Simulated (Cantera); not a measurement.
# Hydrocarbon pyrolysis for carbon deposition

An isothermal, constant-pressure homogeneous reactor starts with C2H6 : N2 = 1 : 53 (molar parts), at 1773 K and 128 Torr.

Detailed kinetics in Cantera: GRI-Mech 3.0 (53 species, 325 reactions). GRI-Mech 3.0 stops at C3 and has no aromatics, soot or wall deposition, so with more carbon than oxygen in the feed, carbon stays in small species such as C2H2 where larger ones or solid carbon would form.

| t (s) | x C2H6 | x C2H2 | x C2H | x CH2 | x CH3 |
|---|---|---|---|---|---|
| 1.00e-5 | 0.0170 | 4.11e-8 | <1e-12 | 2.23e-6 | 0.00279 |
| 4.61e-5 | 0.00983 | 0.000175 | 1.18e-7 | 3.87e-5 | 0.00802 |
| 0.000213 | 0.000275 | 0.00833 | 2.55e-6 | 3.21e-5 | 0.00289 |
| 0.000980 | 8.71e-6 | 0.0152 | 1.14e-6 | 4.27e-6 | 0.000572 |
| 0.00452 | 1.56e-6 | 0.0164 | 5.37e-7 | 8.82e-7 | 0.000219 |
| 0.0208 | 5.23e-7 | 0.0168 | 4.14e-7 | 3.98e-7 | 0.000124 |
| 0.0960 | 1.18e-7 | 0.0174 | 4.56e-7 | 2.13e-7 | 5.96e-5 |
| 0.443 | 7.98e-9 | 0.0177 | 4.97e-7 | 6.14e-8 | 1.57e-5 |
| 2.04 | 3.49e-10 | 0.0178 | 5.09e-7 | 1.31e-8 | 3.26e-6 |
| 9.41 | 2.77e-11 | 0.0178 | 5.11e-7 | 3.27e-9 | 8.07e-7 |
| 43.4 | 1.94e-11 | 0.0178 | 5.10e-7 | 2.54e-9 | 6.29e-7 |
| 200 | 2.01e-11 | 0.0178 | 5.09e-7 | 2.61e-9 | 6.45e-7 |
x: mole fraction; the columns are a selection and need not sum to one.

Equilibrium at this temperature and pressure: C2H6 4.15e-12, C2H2 0.00269, C2H 7.72e-8, CH2 1.26e-9, CH3 3.12e-7 (gas phase only).
